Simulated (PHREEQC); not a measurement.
1 kg of water holding 0.12 mol K2SO4 and 0.0034 mol NaCl is evaporated at 25 °C; the solids stay in contact with the brine. No CO2 enters from the air. The run lets Arcanite, Glaserite, Halite, Mirabilite, Misenite, Sylvite, Thenardite precipitate or redissolve, and no other solid.

All values are PHREEQC results (Pitzer model, pitzer.dat), not measurements.

Q: Predict ionic strength at water left (kg) = 0.8219, 0.2533, 0.1156, 0.07809.

A: 
```tsv
water left (kg)	ionic strength
0.8219	0.442
0.2533	1.43
0.1156	1.95
0.07809	1.97
```
